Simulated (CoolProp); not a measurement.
Vapour pressure (MPa) of decamethyltetrasiloxane (MD2M): the reference equation beside estimates from Tc = 326.2 °C, pc = 1.144 MPa, ω = 0.635. Clausius-Clapeyron is anchored at 211.45 °C with a constant enthalpy of vaporisation of 38.22 kJ/mol.

The numbers come from the reference Helmholtz-energy equation of state, Thol 2017 in CoolProp.

```tsv
T (°C)	reference	Lee-Kesler	Clausius-Clapeyron	van der Waals	Soave-Redlich-Kwong	Peng-Robinson
184.15	0.07837	0.07805	0.08533	0.3509	0.07865	0.07915
193.25	0.09843	0.09802	0.1038	0.3853	0.09896	0.09925
202.35	0.1223	0.1218	0.1254	0.4218	0.1232	0.1232
211.45	0.1503	0.1498	0.1503	0.4604	0.1518	0.1514
220.55	0.1831	0.1825	0.1791	0.5012	0.1854	0.1846
229.65	0.2211	0.2205	0.2119	0.5441	0.2245	0.2231
238.75	0.2648	0.2644	0.2493	0.5893	0.2696	0.2676
247.75	0.3143	0.3142	0.2912	0.6363	0.3208	0.3181
256.85	0.3712	0.3716	0.3388	0.6860	0.3798	0.3765
265.95	0.4358	0.4369	0.3922	0.7381	0.4467	0.4428
275.05	0.5088	0.5110	0.4519	0.7925	0.5223	0.5178
284.15	0.5911	0.5947	0.5182	0.8493	0.6073	0.6024
293.25	0.6839	0.6892	0.5916	0.9085	0.7023	0.6974
```

Absolute difference from the reference over all 13 rows, mean and median: Lee-Kesler 0.3 and 0.3 %, Clausius-Clapeyron 7.1 and 7.3 %, van der Waals 147.8 and 122.5 %, Soave-Redlich-Kwong 1.7 and 1.8 %, Peng-Robinson 1.2 and 1.1 %.
